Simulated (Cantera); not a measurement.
Cantera with NASA thermochemical tables; ideal gases at 1 bar, condensed phases pure. Values are per mole of reaction as written; species without (g) are pure solids or liquids, kept so even where they would boil at 1 bar.

3 H2(g) + 2 NO2(g) + 2 Ta → 2 TaO2(g) + 2 NH3(g)

```
T (K)  ΔH° (kJ)  ΔS° (J/K)  ΔG° (kJ)  log10 K
-----  --------  ---------  --------  -------
575      -574.7      -40.0    -551.7    50.12
625           ?          ?         ?        ?
675      -578.5      -46.2    -547.4    42.36
725           ?          ?         ?        ?
775      -582.0      -51.0    -542.5    36.56
825           ?          ?         ?        ?
875      -585.3      -55.0    -537.2    32.07
925           ?          ?         ?        ?
975      -588.4      -58.3    -531.5    28.48
1025     -589.8      -59.7    -528.6    26.94
```

Problem. What belongs in the gaps?

Solution. 
- 625, ΔH° (kJ): -576.7
- 625, ΔS° (J/K): -43.3
- 625, ΔG° (kJ): -549.6
- 625, log10 K: 45.93
- 725, ΔH° (kJ): -580.3
- 725, ΔS° (J/K): -48.7
- 725, ΔG° (kJ): -545.0
- 725, log10 K: 39.27
- 825, ΔH° (kJ): -583.7
- 825, ΔS° (J/K): -53.1
- 825, ΔG° (kJ): -539.9
- 825, log10 K: 34.18
- 925, ΔH° (kJ): -586.9
- 925, ΔS° (J/K): -56.7
- 925, ΔG° (kJ): -534.4
- 925, log10 K: 30.18
